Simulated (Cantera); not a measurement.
A Cantera script and what it prints.

```python
import numpy as np
import cantera as ct

gas_names = [...]  # 114 gases of nasa_gas.yaml made of C, Fe, H, O
cond_names = """
    C(gr) C6H6(L) C7H8(L) C8H18(L),n-octa Fe(a) Fe(c) Fe(d) Fe(L) FeC5O5(L) FeO(s) FeO(L) Fe(OH)2(s)
    Fe(OH)3(s) Fe2O3(s) Fe3O4(s) H2O(s) H2O(L)
""".split()


# ... load() reads the species with a 1 bar reference pressure and builds the phases ...
atoms = {
    'Fe2O3': {'Fe': 2, 'O': 3},
    'C': {'C': 1},
    'H2': {'H': 2},
}
top_T = {'C(gr)': 4500, 'Fe2O3(s)': 1830, 'Fe3O4(s)': 1870}  # K; cautious upper limits of use, not melting points


# ... equilibrate(T, P, feed) seeds the gas with the atoms and calls Mixture.equilibrate('TP', solver="vcs", rtol=1e-11, max_steps=5000) ...
results = []
T = 2375  # K
P = 1333.22  # Pa
for m in [0.23, 0.42, 0.77, 1.4, 2.6, 4.7, 8.7, 16]:
    feed = {'Fe2O3': 1, 'C': 2.2, 'H2': m}  # mol
    mix = equilibrate(T, P, feed)
    results.append((T, P, feed, dict(zip(mix.species_names, mix.species_moles))))

top = {s: max(r[3][s] / sum(r[3][g] for g in gas_names) for r in results) for s in gas_names}
cols = sorted((s for s in top if top[s] > 0.001), key=lambda s: -top[s])[:7]
seen = [c for c in cond_names if any(r[3].get(c, 0) > 1e-12 for r in results)]
print("log10 of partial pressures in bar; condensed amounts in mol")
print(f"{'n(H2)':>10s}" + "".join(f"{s[:9]:>10s}" for s in cols + seen))
for T, P, feed, n in results:
    ng = sum(n[g] for g in gas_names)
    print(f"{feed['H2']:10.4g}" + "".join(f"{np.log10(max(n[s] / ng * P / 1e5, 1e-99)):10.3f}" for s in cols)
          + "".join(f"{n.get(c, 0):10.4g}" for c in seen))
```

It prints:

```
log10 of partial pressures in bar; condensed amounts in mol
     n(H2)        H2        CO        Fe         H       H2O       CO2       FeO    FeO(L)
      0.23    -3.563    -2.238    -2.277    -3.632    -3.513    -2.953    -3.600     0.235
      0.42    -3.314    -2.270    -2.283    -3.508    -3.258    -2.980    -3.600    0.1252
      0.77    -3.057    -2.308    -2.298    -3.379    -3.047    -3.065    -3.661         0
       1.4    -2.750    -2.338    -2.345    -3.226    -2.945    -3.298    -3.913         0
       2.6    -2.477    -2.405    -2.428    -3.089    -2.934    -3.628    -4.258         0
       4.7    -2.280    -2.514    -2.545    -2.991    -3.005    -4.004    -4.642         0
       8.7    -2.140    -2.671    -2.707    -2.921    -3.142    -4.440    -5.083         0
        16    -2.051    -2.864    -2.903    -2.876    -3.326    -4.905    -5.550         0
```

Cantera equilibrium calculation (NASA polynomials, part measured and part estimated; ideal gas, pure solids and liquids). The tables' stoichiometric FeO is somewhat more stable than real wüstite, so its field is too wide. FeO: taken at fixed stoichiometry.
